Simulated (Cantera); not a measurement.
**Silicon etching in halogen gases: Si + HF**

A closed system holds: 1 mol Si, 12 mol HF, at 1173 K and 36.0 Torr.

These are equilibrium values from Cantera (NASA tables, ideal gas, pure condensed phases), not measurements of a reactor. Candidate condensed phases: Si; 25 gas species. The numbers say what is thermodynamically allowed, not how fast it happens.

```json
{
 "x(HF)": "0.727",
 "x(H₂)": "0.182",
 "x(SiF₄)": "0.0909",
 "gas_amount": "11.00 mol",
 "log10 activity of Si(s) (absent)": "-15.35"
}
```
